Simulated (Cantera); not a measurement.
Feed: 1 mol (CH3)2SiCl2, 0.099 mol C2H4, 500 mol H2, equilibrated at 1575 K and 100 Torr.

Equilibrium computed with Cantera from the NASA thermochemical tables; the gas is ideal and each condensed phase is pure. Candidate condensed phases: C, C6H6, C7H8, C8H18, Si, SiC; 109 gas species. The feed counts by its element totals alone. Equilibrium is a limit: real reactors are often held back by kinetics, nucleation or transport.

Base state: H2 0.996, HCl 0.00397, CH4 0.000240, H 0.000114, C2H2 (acetylene) 2.10e-5 (mole fractions); condensed: C(graphite) + SiC(s).

What changes in the equilibrium state with this change: (CH3)2SiCl2 replaced by Si(CH3)4?


```
species             before     after
----------------  --------  --------
H2                   0.996     1.000
CH4               0.000240  0.000242
H                 0.000114  0.000114
HCl                0.00397         0
C2H2 (acetylene)   2.10e-5   2.11e-5
C(graphite), mol      1.06      3.05
SiC(s), mol          1.000     1.000
```
